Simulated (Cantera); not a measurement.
Standard-state values (1 bar) from the NASA 1993 polynomials, evaluated with Cantera. Values are per mole of reaction as written; species without (g) are pure solids or liquids, kept so even where they would boil at 1 bar.

1.333 Ti + O2(g) = 0.6667 Ti2O3, with ΔH° = -1013.9 kJ and ΔS° = -194.4 J/K at 300 K.

Problem. How far is the shortcut ΔG° ≈ ΔH°(300 K) − T·ΔS°(300 K) from the full temperature-dependent value at 673, 748, 823, 898, 973, 1048, 1123, 1198, 1273 K?

Solution. 
```csv
T (K),shortcut (kJ),full (kJ),difference (kJ),difference in log10 K,condensed phases
673,-883.0,-885.4,2.4,-0.18,"Ti(α), Ti2O3(s)"
748,-868.5,-871.9,3.5,-0.24,"Ti(α), Ti2O3(s)"
823,-853.9,-858.6,4.8,-0.30,"Ti(α), Ti2O3(s)"
898,-839.3,-845.5,6.2,-0.36,"Ti(α), Ti2O3(s)"
973,-824.7,-832.4,7.7,-0.41,"Ti(α), Ti2O3(s)"
1048,-810.1,-819.5,9.4,-0.47,"Ti(α), Ti2O3(s)"
1123,-795.6,-806.7,11.1,-0.52,"Ti(α), Ti2O3(s)"
1198,-781.0,-793.7,12.8,-0.56,"Ti(β), Ti2O3(s)"
1273,-766.4,-780.7,14.3,-0.59,"Ti(β), Ti2O3(s)"
```
The shortcut ignores heat capacities and the phase changes listed.
